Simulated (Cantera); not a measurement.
# Reactions in the system Br-H-Mg

Cantera with NASA thermochemical tables; ideal gases at 1 bar, condensed phases pure. Values are per mole of reaction as written; species without (g) are pure solids or liquids, kept so even where they would boil at 1 bar.

MgBr2 + 2 H(g) ⇌ 2 HBr(g) + Mg(g)

```csv
T (K),ΔH° (kJ),ΔS° (J/K),ΔG° (kJ),log10 K,condensed phases
300,162.4,199.3,102.6,-17.87,MgBr2(s)
1375,71.4,90.6,-53.1,2.02,MgBr2(l)
1400,70.0,89.5,-55.4,2.07,MgBr2(l)
1425,68.6,88.5,-57.6,2.11,MgBr2(l)
1450,67.2,87.5,-59.8,2.15,MgBr2(l)
1475,65.8,86.6,-62.0,2.19,MgBr2(l)
```
